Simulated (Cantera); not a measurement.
Gas mixture: 49.2 % CO, 50.8 % CH4, at 338 Torr, frozen composition.

Cantera's kinetic-theory transport with the Lennard-Jones parameters of GRI-Mech 3.0, ideal gas; thermal conductivity in the multicomponent form. The composition is frozen, though it would react at the higher temperatures.

One state of this run: ρ (kg/m³) = 0.0848; cp (J/kg/K) = 2815; μ (µPa s) = 43.3; λ (mW/m/K) = 172; Pr = 0.709; D (cm²/s) N2 = 6.66; D (cm²/s) CH3 = 7.21; D (cm²/s) H2O = 8.53. D: mixture-averaged diffusion coefficient of that species in the mixture.

Which value of T (K) does it belong to?
(A) 1650
(B) 1400
(C) 1900
(D) 1150

B, 1400
